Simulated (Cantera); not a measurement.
**Equilibrium for silicon epitaxy and polysilicon growth: SiH₂Cl₂ + N₂**

A closed system holds: 1 mol SiH₂Cl₂, 24 mol N₂, held at 1000 Pa.

Cantera equilibrium calculation (NASA polynomials, part measured and part estimated; ideal gas, pure solids and liquids). Candidate condensed phases: NH₄Cl, Si, Si₃N₄; 28 gas species. N₂ is the only nitrogen source here; it is nearly inert below about 1500 K, so the nitride shown seldom forms there in practice. The tables' values for SiCl₃, SiCl are old estimates; treat these amounts as uncertain. Kinetics and transport are ignored.

| T (K) | x N₂ | x HCl | x H₂ | x SiCl₂ | n Si₃N₄(s) |
|---|---|---|---|---|---|
| 800 | 0.928 | 0.0514 | 0.0139 | 1.59e-10 | 0.275 |
| 875 | 0.927 | 0.0538 | 0.0127 | 5.88e-9 | 0.280 |
| 950 | 0.927 | 0.0556 | 0.0117 | 1.22e-7 | 0.284 |
| 1025 | 0.926 | 0.0571 | 0.0110 | 1.61e-6 | 0.287 |
| 1100 | 0.926 | 0.0583 | 0.0104 | 1.48e-5 | 0.289 |
| 1175 | 0.926 | 0.0592 | 0.00992 | 0.000101 | 0.291 |
| 1250 | 0.925 | 0.0596 | 0.00971 | 0.000525 | 0.289 |
| 1325 | 0.925 | 0.0588 | 0.0100 | 0.00208 | 0.280 |
| 1400 | 0.924 | 0.0557 | 0.0114 | 0.00583 | 0.257 |
| 1475 | 0.923 | 0.0494 | 0.0145 | 0.0113 | 0.221 |
| 1550 | 0.923 | 0.0409 | 0.0186 | 0.0169 | 0.180 |
| 1625 | 0.922 | 0.0323 | 0.0227 | 0.0218 | 0.142 |
x: gas mole fraction; n: condensed amount in mol.

From 800 K to 1625 K the condensed part is Si₃N₄(s). The main Si-bearing gas is SiCl₄ at 800 K and SiCl₂ at 1625 K. The share of Si in condensed phases is highest at 1175 K (87.2 %) and lowest at 1625 K (42.5 %).
